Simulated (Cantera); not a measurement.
A closed system holds: 1 mol Fe3O4, 2.3 mol CH4, 0.99 mol N2, 0.46 mol C, at 1950 °C.

Equilibrium computed with Cantera from the NASA thermochemical tables; the gas is ideal and each condensed phase is pure. Candidate condensed phases: C, C6H6, C7H8, C8H18, Fe, Fe(CO)5, FeO, Fe(OH)2, Fe(OH)3, Fe2O3, Fe3O4, H2O; 140 gas species. Kinetics and transport are ignored.

Question: Which condensed phases are stable at each of these points (P (Pa)): 10, 36, 130, 460, 1700, 6000, 22000, 77000, 280000, 1000000?

Answer: 
```json
[
 {"P (Pa)": "10", "condensed phases": "gas only", "Fe condensed (%)": "0.0"},
 {"P (Pa)": "36", "condensed phases": "gas only", "Fe condensed (%)": "0.0"},
 {"P (Pa)": "130", "condensed phases": "gas only", "Fe condensed (%)": "0.0"},
 {"P (Pa)": "460", "condensed phases": "gas only", "Fe condensed (%)": "0.0"},
 {"P (Pa)": "1700", "condensed phases": "Fe(l)", "Fe condensed (%)": "27.6"},
 {"P (Pa)": "6000", "condensed phases": "Fe(l)", "Fe condensed (%)": "82.8"},
 {"P (Pa)": "22000", "condensed phases": "Fe(l)", "Fe condensed (%)": "95.5"},
 {"P (Pa)": "77000", "condensed phases": "Fe(l)", "Fe condensed (%)": "98.7"},
 {"P (Pa)": "280000", "condensed phases": "Fe(l)", "Fe condensed (%)": "99.6"},
 {"P (Pa)": "1000000", "condensed phases": "Fe(l)", "Fe condensed (%)": "99.9"}
]
```

From 10.0 Pa to 4.60 mbar nothing is condensed. From 17.0 mbar to 10.0 bar the condensed part is Fe(l).
